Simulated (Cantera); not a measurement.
# Pyrogenic steam for wet oxidation

An isothermal, constant-pressure homogeneous reactor starts with 37.5 % H2, 25.0 % O2, 37.5 % N2, at 1150 K and 420 Torr.

Computed with Cantera and the H2/O2 subset of GRI-Mech 3.0, which has no nitrogen chemistry. The temperature is held fixed by assumption; the heat of reaction is taken as removed at once.

| t (s) | x H2 | x O2 | x H | x HO2 | x H2O |
|---|---|---|---|---|---|
| 1.00e-6 | 0.375 | 0.250 | 1.33e-9 | 1.37e-9 | 1.05e-10 |
| 3.51e-6 | 0.375 | 0.250 | 6.04e-9 | 5.11e-9 | 2.49e-9 |
| 1.23e-5 | 0.375 | 0.250 | 9.01e-8 | 2.91e-8 | 1.00e-7 |
| 4.33e-5 | 0.375 | 0.250 | 0.000260 | 3.17e-5 | 0.000353 |
| 0.000152 | 0.0118 | 0.0817 | 0.00197 | 0.000102 | 0.444 |
| 0.000534 | 0.00197 | 0.0777 | 3.25e-5 | 4.65e-5 | 0.459 |
| 0.00187 | 0.000548 | 0.0771 | 2.26e-6 | 1.84e-5 | 0.461 |
| 0.00658 | 0.000141 | 0.0770 | 2.07e-7 | 5.47e-6 | 0.461 |
| 0.0231 | 1.92e-5 | 0.0769 | 1.45e-8 | 8.08e-7 | 0.462 |
| 0.0811 | 2.91e-7 | 0.0769 | 2.11e-10 | 2.05e-8 | 0.462 |
| 0.285 | 1.56e-8 | 0.0769 | 2.48e-11 | 6.73e-9 | 0.462 |
| 1.00 | 9.99e-9 | 0.0769 | 1.12e-11 | 6.41e-9 | 0.462 |
x: mole fraction; the columns are a selection and need not sum to one.

Equilibrium at this temperature and pressure: H2 9.62e-9, O2 0.0769, H 9.84e-12, HO2 6.57e-9, H2O 0.462 (gas phase only).
